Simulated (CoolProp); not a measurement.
Vapour-liquid equilibrium of carbon dioxide (1) + C2F6 (R116) (2) at -50.45 °C; x and y are mole fractions of (1).

Values from CoolProp's multi-fluid Helmholtz-energy mixture model, Span 1996 and Lemmon 2006; pair parameters Bell 2016.

```tsv
x	bubble pressure, mixture model (MPa)	bubble pressure, Raoult's law (MPa)	y, mixture model	y, Raoult's law
0.05	0.4193	0.3790	0.161	0.088
0.125	0.5020	0.4020	0.337	0.208
0.2	0.5771	0.4249	0.458	0.315
0.275	0.6398	0.4479	0.541	0.411
0.35	0.6883	0.4709	0.600	0.498
0.425	0.7233	0.4938	0.642	0.577
0.5	0.7469	0.5168	0.673	0.648
0.575	0.7618	0.5398	0.698	0.714
0.65	0.7704	0.5628	0.719	0.774
0.725	0.7743	0.5857	0.740	0.829
0.8	0.7727	0.6087	0.766	0.881
0.875	0.7608	0.6317	0.809	0.928
0.95	0.7239	0.6546	0.892	0.972
```

The largest gap from Raoult's law is +46.5 % in bubble pressure, at x = 0.425. y crosses x between x = 0.725 and 0.8: the model has an azeotrope there.

Pair parameters are fitted to limited data, so mixtures are less certain than the pure fluids.
